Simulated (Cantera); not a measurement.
## Equilibrium for boron, boron nitride and boron oxide: B2H6 + H2O + N2

Charge: 1 mol B2H6, 0.22 mol H2O, 76 mol N2, held at 79.0 mbar.

Equilibrium computed with Cantera from the NASA thermochemical tables; the gas is ideal and each condensed phase is pure. Candidate condensed phases: B, BN, B2O3, B3O3H3, H2O; 39 gas species. The feed counts by its element totals alone. N2 is the only nitrogen source here; it is nearly inert below about 1500 K, so the nitride shown seldom forms there in practice. Mutual solubility and eutectic melting of coexisting phases are not modelled. Kinetics and transport are ignored.

```csv
T (°C),log p N2,log p H2,log p HBO,log p H,log p HBO2,n BN(s),n B2O3(l)
800,-1.12,-2.49,-8.89,-9.10,-6.41,1.86,0.0688
950,-1.12,-2.49,-7.15,-7.77,-5.40,1.86,0.0667
1100,-1.12,-2.49,-5.81,-6.72,-4.63,1.87,0.0523
1250,-1.12,-2.50,-4.81,-5.88,-4.17,1.88,0
1400,-1.12,-2.50,-4.29,-5.19,-4.39,1.85,0
1550,-1.12,-2.50,-3.97,-4.61,-4.80,1.81,0
1700,-1.12,-2.50,-3.89,-4.12,-5.51,1.79,0
```
log p: log10 of the partial pressure in bar; n: condensed amount in mol.

From 800 °C to 1100 °C the condensed part is BN(s) + B2O3(l). From 1250 °C to 1700 °C the condensed part is BN(s). The main B-bearing gas is HBO2 at 800 °C and HBO at 1700 °C. The share of B in condensed phases is highest at 800 °C (100.0 %) and lowest at 1700 °C (89.3 %).
